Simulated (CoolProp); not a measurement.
A closed Brayton cycle with carbon dioxide: compressor inlet 311.15 K and 9.4 MPa, high pressure 31.2 MPa, turbine inlet 965 K, compressor efficiency 0.89, turbine efficiency 0.85, recuperator effectiveness 0.8 (on enthalpy, no pinch check). Each further row changes one setting.

Model: reference Helmholtz-energy equation of state, Span 1996, in CoolProp.

```
case                           thermal efficiency (%)  net work (kJ/kg)  compressor to turbine work  compressor exit (K)  turbine exit (K)
-----------------------------  ----------------------  ----------------  --------------------------  -------------------  ----------------
as stated                                        33.8               140                        0.20                351.3             815.8
turbine inlet 915 K                              33.0                 …                        0.21                351.3                 …
compressor inlet 321.15 K                        33.0               124                        0.29                    …             815.8
high pressure 26.5 MPa                              …               125                        0.18                344.9                 …
recuperator effectiveness 0.5                       …               140                        0.20                351.3             815.8
```

Problem. Some entries are withheld; supply them.

Solution. 
- turbine inlet 915 K, net work (kJ/kg): 130
- turbine inlet 915 K, turbine exit (K): 770.7
- compressor inlet 321.15 K, compressor exit (K): 400.9
- high pressure 26.5 MPa, thermal efficiency (%): 31.6
- high pressure 26.5 MPa, turbine exit (K): 835.3
- recuperator effectiveness 0.5, thermal efficiency (%): 24.0
